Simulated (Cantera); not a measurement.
What does this Cantera script print?

```python
import numpy as np
import cantera as ct

gas_names = """
    Br Br2 H HBr H2
""".split()
cond_names = """
    Br2(cr) Br2(L)
""".split()


# ... load() reads the species with a 1 bar reference pressure and builds the phases ...
atoms = {
    'HBr': {'H': 1, 'Br': 1},
    'H2': {'H': 2},
}
top_T = {}  # K; cautious upper limits of use, not melting points


# ... equilibrate(T, P, feed) seeds the gas with the atoms and calls Mixture.equilibrate('TP', solver="vcs", rtol=1e-11, max_steps=5000) ...
results = []
feed = {'HBr': 1, 'H2': 10}  # mol
T = 1075  # K
P = 133.322  # Pa
mix = equilibrate(T, P, feed)
results.append((T, P, feed, dict(zip(mix.species_names, mix.species_moles))))
print(gas.report(threshold=0.0001))
for i in range(1, mix.n_phases):
    print(f"{mix.phase(i).name:16s} {mix.phase_moles(i):12.5e} mol")
```

It prints:

```
       temperature   1075 K
          pressure   133.32 Pa
           density   0.00013705 kg/m^3
  mean mol. weight   9.1882 kg/kmol
   phase of matter   gas

                          1 kg             1 kmol
                     ---------------   ---------------
          enthalpy        2.1467e+06        1.9725e+07  J
   internal energy         1.174e+06        1.0787e+07  J
           entropy             25280        2.3228e+05  J/K
    Gibbs function       -2.5029e+07       -2.2997e+08  J
 heat capacity c_p            3343.4             30720  J/K
 heat capacity c_v            2438.5             22406  J/K

                      mass frac. Y      mole frac. X     chem. pot. / RT
                     ---------------   ---------------   ---------------
               HBr           0.80022          0.090871           -38.991
                H2           0.19947           0.90909           -24.404
     [   +3 minor]        0.00031352         3.642e-05

Br2(L)            0.00000e+00 mol
```

These are equilibrium values from Cantera (NASA tables, ideal gas, pure condensed phases), not measurements of a reactor.
